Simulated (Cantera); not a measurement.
An isothermal, constant-pressure homogeneous reactor starts with C2H6 : N2 = 1 : 1 (molar parts), at 1250 K and 0.0133 bar.

Cantera simulation using GRI-Mech 3.0 (53 species, 325 reactions); the numbers are that mechanism's predictions, not measurements. GRI-Mech 3.0 stops at C3 and has no aromatics, soot or wall deposition, so with more carbon than oxygen in the feed, carbon stays in small species such as C2H2 where larger ones or solid carbon would form. Radical loss at walls, strong at low pressure, is not modelled.

One state of this run: x C2H6 = 1.06e-5; x CH3 = 8.30e-6; x C2H4 = 0.0222; x C2H = 2.95e-10; x CH4 = 0.0893. x: mole fraction; the columns are a selection and need not sum to one.

**Question.** Which value of t (s) does it belong to?
(A) 36.8
(B) 0.00144
(C) 0.230
(D) 4.89e-5

**Answer.** A, 36.8
